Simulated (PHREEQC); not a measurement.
## Copper plating or etch bath

Solution (35 °C): 0.0078 mol/kgw CuSO4, 0.0047 mol/kgw HNO3 and 0.0007 mol/kgw KCl. Closed to the air; pH follows from the charge balance.

Equilibrium calculation in PHREEQC: ion-association model, phreeqc.dat.

This is a speciation only: nothing precipitates in the calculation.

### Question
Predict the pH.

### Answer
pH 2.51.

### Question
In which forms is Cl present?

### Answer
Cl- 99 %, CuCl+ 1.4 % of the Cl.

Species that the database lacks are ignored.
